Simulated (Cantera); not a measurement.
A closed system holds: 1 mol Si3N4, 0.25 mol H2O, 540 mol N2, held at 1448 K.

Equilibrium computed with Cantera from the NASA thermochemical tables; the gas is ideal and each condensed phase is pure. Candidate condensed phases: H2O, Si, SiO2, Si2N2O, Si3N4; 35 gas species. Mutual solubility and eutectic melting of coexisting phases are not modelled. Equilibrium is a limit: real reactors are often held back by kinetics, nucleation or transport.

x: gas mole fraction; n: condensed amount in mol.

```tsv
P (Pa)	x N2	x Si	x H2	x SiO	x H	x Si2N	n Si(s)	n Si3N4(s)	n Si2N2O(s)
0.100	0.996	0.00292	0.000371	0.000459	?	6.64e-6	1.15	0	0
1	0.999	0.000292	0.000430	0.000461	?	2.10e-6	2.59	0	0
10	0.999	8.77e-6	0.000453	0.000462	?	5.98e-8	0	0.915	0
100	0.999	1.89e-7	0.000460	5.93e-5	?	8.78e-10	0	0.844	0.218
1000	1.000	4.07e-9	0.000462	2.75e-6	?	1.29e-11	0	0.834	0.249
10000	1.000	8.77e-11	0.000462	1.28e-7	?	<1e-12	0	0.833	0.250
100000	1.000	1.89e-12	0.000463	5.93e-9	?	<1e-12	0	0.833	0.250
1000000	1.000	<1e-12	0.000463	2.75e-10	?	<1e-12	0	0.833	0.250
```

Task: Complete the blanks.

Result: 
- 0.100, x H: 0.000177
- 1, x H: 6.05e-5
- 10, x H: 1.96e-5
- 100, x H: 6.25e-6
- 1000, x H: 1.98e-6
- 10000, x H: 6.27e-7
- 100000, x H: 1.98e-7
- 1000000, x H: 6.27e-8
